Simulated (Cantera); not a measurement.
Feed: 1 mol Si, 0.014 mol H₂O, 55 mol H₂, equilibrated at 480000 Pa.

Equilibrium computed with Cantera from the NASA thermochemical tables; the gas is ideal and each condensed phase is pure. Candidate condensed phases: H₂O, Si, SiO₂; 18 gas species. Gases not in the tables: Si₂H₆ and higher silanes. Rates play no part. All values below are at 1550 °C.

Base state: H₂ 1.000, SiO 0.000253, H 0.000198, SiH₂ 3.51e-5 (mole fractions); condensed: Si(l).

Question: What changes in the equilibrium state with this change: pressure from 480000 Pa to 2.60 Pa?

Answer: 
```tsv
species	before	after
H₂	1.000	0.902
H	0.000198	0.0807
Si	9.21e-7	0.0168
Si₂	5.96e-9	1.07e-5
SiH	2.16e-6	8.68e-5
SiH₂	3.51e-5	3.13e-6
Si(l), mol	0.984	0
```
